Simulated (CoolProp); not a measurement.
Properties of fluorine along the isotherm -119.35 °C (Tc = -128.7 °C, pc = 5.240 MPa, ω = 0.045).

Model: reference Helmholtz-energy equation of state, de Reuck 1990, in CoolProp.

| p (MPa) | phase | density (kg/m³) | speed of sound (m/s) |
|---|---|---|---|
| 1.31 | gas | ___ | 208.9 |
| 2.62 | gas | ___ | 200.5 |
| 3.93 | gas | 154.7 | 192.1 |
| 5.24 | supercritical | 242.4 | 183.6 |
| 6.55 | supercritical | 397.5 | ___ |
| 7.86 | supercritical | ___ | ___ |
| 9.17 | supercritical | 797.1 | 262.0 |
| 10.5 | supercritical | ___ | 302.2 |
| 11.8 | supercritical | ___ | 332.5 |
| 13.1 | supercritical | 943.3 | ___ |

Fill in the missing entries.


- 1.31, density (kg/m³): 41.91
- 2.62, density (kg/m³): 91.84
- 6.55, speed of sound (m/s): 175.5
- 7.86, density (kg/m³): 666.9
- 7.86, speed of sound (m/s): 205.5
- 10.5, density (kg/m³): 864.4
- 11.8, density (kg/m³): 909.1
- 13.1, speed of sound (m/s): 357.7
